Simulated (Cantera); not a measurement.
Feed: 1 mol Si3N4, 0.23 mol CO2, 17 mol H2, at 3.30 bar.

Cantera equilibrium calculation (NASA polynomials, part measured and part estimated; ideal gas, pure solids and liquids). Candidate condensed phases: C, C6H6, C7H8, C8H18, H2O, Si, SiC, SiO2, Si2N2O, Si3N4; 151 gas species. Mutual solubility and eutectic melting of coexisting phases are not modelled. Gases not in the tables: Si2H6 and higher silanes. The numbers say what is thermodynamically allowed, not how fast it happens.

Which condensed phases are stable at each of these points (T (K)): 1048, 1148, 1248, 1348, 1448, 1548, 1648, 1748, 1848, 1948, 2048?


```tsv
T (K)	condensed phases	Si condensed (%)
1048	Si2N2O(s) + Si3N4(s)	100.0
1148	Si2N2O(s) + Si3N4(s)	100.0
1248	Si2N2O(s) + Si3N4(s)	100.0
1348	Si2N2O(s) + Si3N4(s)	100.0
1448	SiC(s) + Si2N2O(s) + Si3N4(s)	100.0
1548	SiC(s) + Si2N2O(s) + Si3N4(s)	100.0
1648	SiC(s) + Si2N2O(s) + Si3N4(s)	100.0
1748	SiC(s) + Si2N2O(s) + Si3N4(s)	100.0
1848	SiC(s) + Si2N2O(s) + Si3N4(s)	99.9
1948	Si(l) + SiC(s) + Si2N2O(s) + Si3N4(s)	99.4
2048	Si(l) + SiC(s) + Si2N2O(s)	97.9
```

From 1048 K to 1348 K the condensed part is Si2N2O(s) + Si3N4(s). From 1448 K to 1848 K the condensed part is SiC(s) + Si2N2O(s) + Si3N4(s). At 1948 K the condensed part is Si(l) + SiC(s) + Si2N2O(s) + Si3N4(s). At 2048 K the condensed part is Si(l) + SiC(s) + Si2N2O(s).
